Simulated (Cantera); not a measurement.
## Thermodynamics of silicon etching in halogen gases, feed Si + HCl

Charge: 1 mol Si, a varied amount of HCl, held at 1123.15 K and 10000 Pa.

Equilibrium computed with Cantera from the NASA thermochemical tables; the gas is ideal and each condensed phase is pure. Candidate condensed phases: Si; 19 gas species. The tables' values for SiCl₃ are old estimates; treat these amounts as uncertain. Equilibrium is a limit: real reactors are often held back by kinetics, nucleation or transport.

```tsv
n(HCl) (mol)	log p HCl	log p H₂	log p SiCl₄	log p SiHCl₃	log p SiCl₃	log p SiCl₂	n Si(s)
2.1	-2.27	-1.22	-1.58	-2.30	-2.84	-3.00	0.461
5	-1.58	-1.31	-1.62	-3.11	-3.61	-4.50	0
7.9	-1.25	-1.54	-1.84	-3.90	-4.28	-5.63	0
11	-1.15	-1.70	-2.00	-4.31	-4.61	-6.13	0
14	-1.11	-1.81	-2.12	-4.58	-4.82	-6.44	0
17	-1.09	-1.90	-2.21	-4.79	-4.98	-6.66	0
20	-1.07	-1.98	-2.28	-4.95	-5.11	-6.84	0
22	-1.07	-2.02	-2.32	-5.04	-5.18	-6.95	0
25	-1.06	-2.08	-2.38	-5.17	-5.28	-7.08	0
28	-1.05	-2.13	-2.43	-5.28	-5.36	-7.19	0
```
log p: log10 of the partial pressure in bar; n: condensed amount in mol.

At 2.1 mol HCl the condensed part is Si(s). From 5 mol HCl to 28 mol HCl nothing is condensed. The main Si-bearing gas is SiCl₄ throughout.
